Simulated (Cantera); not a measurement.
Input: 1 mol MgCO₃, a varied amount of SO₂, 16 mol N₂, 4.1 mol O₂, at 1073 K and 1 atm.

These are equilibrium values from Cantera (NASA tables, ideal gas, pure condensed phases), not measurements of a reactor. Candidate condensed phases: C, Mg, MgCO₃, MgO, MgS, MgSO₄, S; 40 gas species. Mutual solubility and eutectic melting of coexisting phases are not modelled. Equilibrium is a limit: real reactors are often held back by kinetics, nucleation or transport.

x: gas mole fraction; n: condensed amount in mol.

```
n(SO₂) (mol)   x N₂   x O₂     x SO₂   x CO₂    x SO₃     x NO  n MgO(s)  n MgSO₄(s)
------------  -----  -----  --------  ------  -------  -------  --------  ----------
0.13          0.760  0.192  0.000135  0.0475  4.84e-5  6.21e-5     0.874       0.126
0.19          0.762  0.191  0.000135  0.0476  4.84e-5  6.19e-5     0.814       0.186
0.28          0.763  0.189  0.000136  0.0477  4.84e-5  6.17e-5     0.724       0.276
0.41          0.766  0.186  0.000137  0.0478  4.84e-5  6.14e-5     0.594       0.406
0.6           0.769  0.183  0.000138  0.0481  4.84e-5  6.09e-5       ___         ___
0.88          0.774  0.177  0.000140  0.0484  4.84e-5  6.02e-5     0.124       0.876
1.3           0.767  0.171    0.0107  0.0479  0.00364  5.88e-5         0        1.00
1.9           0.748  0.163       ___  0.0468      ___  5.67e-5         0        1.00
2.8           0.721  0.152    0.0615  0.0451   0.0197  5.39e-5         0        1.00
4.1           0.686  0.139     0.102  0.0428   0.0310  5.01e-5         0        1.00
```

Task: Complete the blanks.

Result: 
- 1.9, x SO₂: 0.0316
- 1.9, x SO₃: 0.0105
- 0.6, n MgO(s): 0.404
- 0.6, n MgSO₄(s): 0.596
